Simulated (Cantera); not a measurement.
Feed: 1 mol SiH₂Cl₂, 3.5 mol NH₃, held at 1.33 mbar.

Equilibrium computed with Cantera from the NASA thermochemical tables; the gas is ideal and each condensed phase is pure. Candidate condensed phases: NH₄Cl, Si, Si₃N₄; 28 gas species. The tables' values for SiCl, SiCl₃, SiN are old estimates; treat these amounts as uncertain. Gases not in the tables: Si₂H₆ and higher silanes. Kinetics and transport are ignored.

x: gas mole fraction; n: condensed amount in mol.

```
T (K)   x H₂  x HCl   x N₂  x SiCl₂       x H      x Si    x SiCl  n Si₃N₄(s)  n Si(s)  n Si(l)
-----  -----  -----  -----  -------  --------  --------  --------  ----------  -------  -------
1400   0.642  0.199  0.141   0.0177  0.000107   6.03e-8   9.92e-7       0.281        0        0
1475   0.651  0.162  0.151   0.0348  0.000287   1.18e-6   7.84e-6       0.232        0        0
1550   0.661      …  0.161        …         …         …   4.60e-5           …        0        0
1625   0.641  0.104  0.194   0.0586   0.00155  0.000122  0.000158           0    0.467        0
1700   0.640  0.103  0.194   0.0588         …         …  0.000386           0        0    0.458
1775   0.634  0.106  0.193   0.0565   0.00631   0.00165  0.000804           0        0    0.463
1850   0.626  0.108  0.192   0.0540    0.0117   0.00484   0.00157           0        0    0.446
1925   0.611  0.109  0.189   0.0508    0.0205    0.0131   0.00287           0        0    0.374
```

### Question
Fill in the missing entries.

### Answer

- 1700, x H: 0.00323
- 1700, x Si: 0.000509
- 1550, x HCl: 0.124
- 1550, x SiCl₂: 0.0530
- 1550, x H: 0.000701
- 1550, x Si: 1.72e-5
- 1550, n Si₃N₄(s): 0.179
